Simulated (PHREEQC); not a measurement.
Solution (25 °C): 0.29 mol/kgw HNO3, 0.00021 mol/kgw K2SO4 and 9.7e-05 mol/kgw H3BO3. Closed to the air; pH follows from the charge balance.

Computed with PHREEQC (ion-association model, phreeqc.dat).

Task: The ionic strength comes out as 0.290 mol/kgw. What activity coefficients do HSO4-, K+, NO3-, H+, SO4-2 get?

Result: HSO4- 0.73, K+ 0.68, NO3- 0.66, H+ 0.78, SO4-2 0.25.

This is a speciation only: nothing precipitates in the calculation. Complexes and solids missing from the database can't appear.
